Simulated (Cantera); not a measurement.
## Al + NH3 + H2 (aluminium nitride and oxide growth)

Feed: 1 mol Al, 11 mol NH3, a varied amount of H2, at 3.30 mbar.

Method: chemical equilibrium by Gibbs-energy minimisation in Cantera with the NASA 1993 tables (ideal gas, pure condensed phases). Candidate condensed phases: Al, AlN; 13 gas species. Equilibrium is a limit: real reactors are often held back by kinetics, nucleation or transport.

Stable condensed phases:

```
T in K \ n(H2) in mol
         100 120 150 190 240 300 370 460 580 720
   2000    A   A   A   A   A   A   A   A   A   A
   1900    A   A   A   A   A   A   A   A   A   A
   1800    B   A   A   A   A   A   A   A   A   A
   1700    B   B   B   B   B   B   B   B   B   A
   1600    B   B   B   B   B   B   B   B   B   B
   1500    B   B   B   B   B   B   B   B   B   B
   1400    B   B   B   B   B   B   B   B   B   B
   1300    B   B   B   B   B   B   B   B   B   B
   1200    B   B   B   B   B   B   B   B   B   B
   1100    B   B   B   B   B   B   B   B   B   B
```

A: gas only; B: AlN.
